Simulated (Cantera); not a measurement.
A perfectly stirred reactor is fed with H₂ : O₂ = 0.23 : 1 (molar parts), at 0.0140 bar; it is held at 1425 K, and followed from long to short residence time.

Computed with Cantera and the H2/O2 subset of GRI-Mech 3.0, which has no nitrogen chemistry. Radical loss at walls, strong at low pressure, is not modelled. The temperature is held fixed by assumption; the heat of reaction is taken as removed at once.

One state of this run: x H₂ = 0.0139; x O₂ = 0.700; x OH = 0.0188; x H₂O = 0.142; x HO₂ = 5.19e-6. x: mole fraction; the columns are a selection and need not sum to one.

Which value of τ (s) does it belong to?
A. 0.12
B. 0.030
C. 0.0018
D. 0.49

C, 0.0018
